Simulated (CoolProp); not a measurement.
Saturation properties of CH2F2 (R32).

The numbers come from the reference Helmholtz-energy equation of state, Tillner-Roth 1997 in CoolProp.

| T (°C) | p (MPa) | liquid cp (kJ/(kg K)) | vapour viscosity (µPa s) |
|---|---|---|---|
| -27.05 | 0.3083 | 1.639 | 11.0 |
| -24.15 | 0.3459 | 1.648 | 11.2 |
| -21.15 | 0.3884 | 1.657 | 11.3 |
| -18.25 | 0.4332 | 1.667 | 11.4 |
| -15.35 | 0.4819 | 1.677 | 11.6 |
| -12.35 | 0.5366 | 1.688 | 11.7 |
| -9.45 | 0.5938 | 1.700 | 11.9 |
| -6.55 | 0.6556 | 1.713 | 12.0 |
| -3.55 | 0.7246 | 1.727 | 12.2 |
| -0.65 | 0.7963 | 1.742 | 12.3 |

It boils at -51.7 °C under 1 atm.

Viscosity comes from a separate model (Bell 2016), an estimate that may be off by 10 % or more.
